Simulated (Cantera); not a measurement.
Feed: 1 mol FeS2, 0.26 mol SO3, 5.5 mol N2, held at 2.00 bar.

Equilibrium computed with Cantera from the NASA thermochemical tables; the gas is ideal and each condensed phase is pure. Candidate condensed phases: Fe, FeO, FeS, FeSO4, FeS2, Fe2O3, Fe2(SO4)3, Fe3O4, S; 19 gas species. FeS: taken at fixed stoichiometry. Gases not in the tables: S3 to S7. Rates play no part.

log p: log10 of the partial pressure in bar; n: condensed amount in mol.

| T (K) | log p N2 | log p S2 | log p SO2 | log p SO | log p S2O | log p S | log p Fe | n FeS2(s) | n Fe3O4(s) | n FeS(s) | n FeS(l) |
|---|---|---|---|---|---|---|---|---|---|---|---|
| 700 | 0.27 | -4.48 | -0.91 | -8.48 | -4.96 | <-11 | <-11 | 0.951 | 0.0163 | 0 | 0 |
| 850 | 0.27 | [?] | -0.92 | [?] | [?] | [?] | <-11 | 0.947 | 0.0176 | 0 | 0 |
| 1000 | 0.24 | -0.87 | -0.92 | -4.86 | -2.35 | -8.60 | <-11 | 0 | 0 | 1.00 | 0 |
| 1150 | 0.24 | -0.87 | -0.92 | -4.03 | -2.37 | -7.12 | <-11 | 0 | 0 | 1.00 | 0 |
| 1300 | 0.24 | -0.87 | -0.92 | -3.39 | -2.39 | -5.99 | <-11 | 0 | 0 | 1.00 | 0 |
| 1450 | 0.24 | -0.87 | -0.92 | [?] | -2.41 | [?] | [?] | 0 | 0 | 1.00 | 0 |
| 1600 | 0.24 | -0.87 | -0.92 | -2.48 | -2.43 | -4.35 | -7.64 | 0 | 0 | 0 | 1.00 |
| 1750 | 0.24 | -0.88 | -0.93 | -2.15 | -2.44 | -3.75 | -6.20 | 0 | 0 | 0 | 1.000 |
| 1900 | 0.24 | -0.88 | -0.94 | -1.87 | -2.46 | -3.24 | -4.98 | 0 | 0 | 0 | 1.000 |

Question: Some entries are withheld; supply them.

Answer: 
- 850, log p S2: -2.78
- 850, log p SO: -6.46
- 850, log p S2O: -3.74
- 850, log p S: -11.54
- 1450, log p SO: -2.89
- 1450, log p S: -5.09
- 1450, log p Fe: -9.41
